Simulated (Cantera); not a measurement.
Feed: 1 mol SiC, 0.026 mol H₂O, 67 mol H₂, a varied amount of CO₂, at 1598.15 K and 13300 Pa.

Cantera equilibrium calculation (NASA polynomials, part measured and part estimated; ideal gas, pure solids and liquids). Candidate condensed phases: C, C₆H₆, C₇H₈, C₈H₁₈, H₂O, Si, SiC, SiO₂; 123 gas species. The tables hold silica as quartz up to 1696 K and as liquid above; real silica turns to tridymite and cristobalite and melts near 1996 K. The numbers say what is thermodynamically allowed, not how fast it happens.

Problem. At 4.8 mol CO₂, list the 5 most abundant gas species with their mole fractions, and the condensed phases.

Solution. H₂ 0.896, CO 0.0789, H₂O 0.0244, CO₂ 0.000716, H 0.000138. Condensed: SiO₂(β-quartz).
